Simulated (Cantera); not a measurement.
What does this Cantera script print?

```python
import numpy as np
import cantera as ct

gas_names = """
    CL CLF CLF3 CL2 F F2 N NF NF2 NF3 N2 Si SiCL SiCL2 SiCL3 SiCL4 SiF SiF2 SiF3 SiF4 SiN Si2 Si2N Si3
""".split()
cond_names = """
    Si(cr) Si(L) Si3N4(a)
""".split()


def load(file, names, dense=False):
    # The tables refer to 1 bar. Condensed volumes are neglected.
    table = {s.name: s for s in ct.Species.list_from_file(file)}
    out = []
    for n in names:
        d = dict(table[n].input_data)
        d["thermo"] = dict(d["thermo"], **{"reference-pressure": 1e5})
        if dense:
            d["equation-of-state"] = {"model": "constant-volume", "density": "1e6 g/cm^3"}
        out.append(ct.Species.from_dict(d))
    return out


gas = ct.Solution(thermo="ideal-gas", species=load("nasa_gas.yaml", gas_names))
cond = {s.name: ct.Solution(thermo="fixed-stoichiometry", species=[s], name=s.name)
        for s in load("nasa_condensed.yaml", cond_names, dense=True)}
atoms = {
    'Si': {'Si': 1},
    'Cl2': {'CL': 2},
    'N2': {'N': 2},
    'NF3': {'N': 1, 'F': 3},
}
top_T = {'Si3N4(a)': 2400}  # K; cautious upper limits of use, not melting points


def equilibrate(T, P, feed):
    n = {}
    for name, mol in feed.items():
        for a, k in atoms[name].items():
            n[a] = n.get(a, 0.0) + k * mol
    gas.TPX = T, P, n
    mass = sum(n.values()) * gas.mean_molecular_weight
    gas.equilibrate("TP")
    valid = [c for c in cond.values() if c.min_temp <= T <= top_T.get(c.name, c.max_temp)]
    mix = ct.Mixture([(gas, mass / gas.mean_molecular_weight)] + [(c, 0.0) for c in valid])
    mix.T, mix.P = T, P
    mix.equilibrate("TP", solver="vcs", rtol=1e-11, max_steps=5000)
    return mix


results = []
T = 500  # K
P = 5600  # Pa
for m in [5.3, 6.5, 8, 9.9, 12, 15, 19, 23, 29, 36, 44, 54, 67]:
    feed = {'Si': 1, 'Cl2': 1.9, 'N2': m, 'NF3': 1.4}  # mol
    mix = equilibrate(T, P, feed)
    results.append((T, P, feed, dict(zip(mix.species_names, mix.species_moles))))

top = {s: max(r[3][s] / sum(r[3][g] for g in gas_names) for r in results) for s in gas_names}
cols = sorted((s for s in top if top[s] > 1e-06), key=lambda s: -top[s])[:5]
seen = [c for c in cond_names if any(r[3].get(c, 0) > 1e-12 for r in results)]
print("log10 of partial pressures in bar; condensed amounts in mol")
print(f"{'n(N2)':>10s}" + "".join(f"{s[:9]:>10s}" for s in cols + seen))
for T, P, feed, n in results:
    ng = sum(n[g] for g in gas_names)
    print(f"{feed['N2']:10.4g}" + "".join(f"{np.log10(max(n[s] / ng * P / 1e5, 1e-99)):10.3f}" for s in cols)
          + "".join(f"{n.get(c, 0):10.4g}" for c in seen))
```

It prints:

```
log10 of partial pressures in bar; condensed amounts in mol
     n(N2)        N2       CL2      SiF4       CLF
       5.3    -1.428    -1.951    -2.206    -2.905
       6.5    -1.403    -2.005    -2.260    -2.959
         8    -1.380    -2.065    -2.320    -3.019
       9.9    -1.360    -2.130    -2.385    -3.084
        12    -1.344    -2.192    -2.448    -3.147
        15    -1.328    -2.268    -2.524    -3.223
        19    -1.313    -2.353    -2.608    -3.307
        23    -1.304    -2.423    -2.678    -3.377
        29    -1.294    -2.511    -2.766    -3.465
        36    -1.286    -2.595    -2.851    -3.550
        44    -1.280    -2.675    -2.930    -3.629
        54    -1.275    -2.758    -3.013    -3.712
        67    -1.271    -2.846    -3.101    -3.800
```

Cantera equilibrium calculation (NASA polynomials, part measured and part estimated; ideal gas, pure solids and liquids).
